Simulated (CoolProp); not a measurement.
A single-stage vapour-compression cycle with neopentane: evaporating at 285.15 K (dew point), condensing at 330.15 K (bubble point), superheat 2 K, subcooling 5 K, compressor efficiency 0.8, no pressure losses. Each further row changes one setting.

The numbers come from the reference Helmholtz-energy equation of state, Lemmon 2006 in CoolProp. It is a short technical equation, of lower accuracy than the large ones.

```
case                              cooling COP  pressure ratio  discharge temperature (K)  refrigerating effect (kJ/kg)  volumetric capacity (kJ/m³)
--------------------------------  -----------  --------------  -------------------------  ----------------------------  ---------------------------
as stated                                4.17            3.86                      330.1                           223                          782
evaporating temperature 290.15 K         4.91            3.24                      330.1                           230                          950
condensing temperature 325.15 K          4.85            3.39                      325.2                           235                          825
subcooling 10 K                          4.40            3.86                      330.1                           235                          825
superheat 12 K                           4.26            3.86                      334.6                           240                          808
compressor efficiency 0.7                3.65            3.86                      330.1                           223                          782
```

The compression ends wet for: as stated; evaporating temperature 290.15 K; condensing temperature 325.15 K; subcooling 10 K; compressor efficiency 0.7.
